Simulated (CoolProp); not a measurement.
Dodecamethylcyclohexasiloxane (D6) along the isotherm 152.85 °C: density (kg/m³) from the reference equation and from simpler models built on Tc = 372.6 °C, pc = 0.9614 MPa, ω = 0.736; each cubic takes its own stable root.

Model: reference Helmholtz-energy equation of state, Colonna 2008, in CoolProp. It is a short technical equation, of lower accuracy than the large ones.

| p (MPa) | phase | reference |
|---|---|---|
| 0.00152 | gas | 0.1914 |
| 0.00246 | gas | 0.3102 |
| 0.00397 | gas | 0.5019 |
| 0.00641 | gas | 0.8137 |
| 0.0104 | liquid | 824.3 |
| 0.0167 | liquid | 824.3 |
| 0.027 | liquid | 824.3 |
| 0.0437 | liquid | 824.4 |
| 0.0706 | liquid | 824.6 |
| 0.114 | liquid | 824.8 |
| 0.184 | liquid | 825.1 |
| 0.298 | liquid | 825.7 |
| 0.481 | liquid | 826.6 |

### Question
How far does each simpler model (Redlich-Kwong, Peng-Robinson) lie from the reference over these 13 states: mean and median of the absolute difference, and the worst?

### Answer
- Redlich-Kwong: mean 37.1 %, median 16.6 %, worst -99.8 % at 152.85 °C and 0.0104 MPa
- Peng-Robinson: mean 2.3 %, median 3.3 %, worst +3.3 % at 152.85 °C and 0.0104 MPa

At some of these states Redlich-Kwong gives the other phase, because its saturation line lies elsewhere.
